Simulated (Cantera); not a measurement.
## Reactions in the system Cu-F-N-O

Standard-state values (1 bar) from the NASA 1993 polynomials, evaluated with Cantera. Values are per mole of reaction as written; species without (g) are pure solids or liquids, kept so even where they would boil at 1 bar.

6 NO(g) + 9 CuF2(g) → 9 Cu + 6 NF3(g) + 2 O3(g)

```csv
T (K),ΔH° (kJ),ΔS° (J/K),ΔG° (kJ),log10 K,condensed phases
525,1359.5,-1300.9,2042.5,-203.22,Cu(s)
675,1373.5,-1277.7,2235.9,-173.02,Cu(s)
825,1390.4,-1255.1,2425.8,-153.59,Cu(s)
975,1409.5,-1233.9,2612.5,-139.96,Cu(s)
1125,1430.6,-1213.8,2796.1,-129.82,Cu(s)
1275,1454.0,-1194.2,2976.7,-121.95,Cu(s)
1425,1598.6,-1087.7,3148.5,-115.41,Cu(l)
1575,1625.9,-1069.4,3310.3,-109.78,Cu(l)
1725,1653.9,-1052.5,3469.4,-105.06,Cu(l)
1875,1682.6,-1036.5,3626.1,-101.02,Cu(l)
2025,1712.0,-1021.4,3780.4,-97.51,Cu(l)
```

N2O(g) + 2 CuF2 → 2 F2(g) + N2(g) + Cu2O

```csv
T (K),ΔH° (kJ),ΔS° (J/K),ΔG° (kJ),log10 K,condensed phases
525,819.8,300.8,661.8,-65.85,"CuF2(s), Cu2O(s)"
675,814.1,291.3,617.4,-47.78,"CuF2(s), Cu2O(s)"
825,807.5,282.6,574.4,-36.37,"CuF2(s), Cu2O(s)"
975,800.5,274.8,532.6,-28.53,"CuF2(s), Cu2O(s)"
1125,682.6,168.1,493.5,-22.91,"CuF2(l), Cu2O(s)"
1275,673.2,160.2,468.9,-19.21,"CuF2(l), Cu2O(s)"
1425,664.6,153.8,445.4,-16.32,"CuF2(l), Cu2O(s)"
1575,721.6,191.4,420.2,-13.94,"CuF2(l), Cu2O(l)"
1725,714.4,187.0,391.8,-11.86,"CuF2(l), Cu2O(l)"
1875,707.1,183.0,364.1,-10.14,"CuF2(l), Cu2O(l)"
2025,699.9,179.2,336.9,-8.69,"CuF2(l), Cu2O(l)"
```
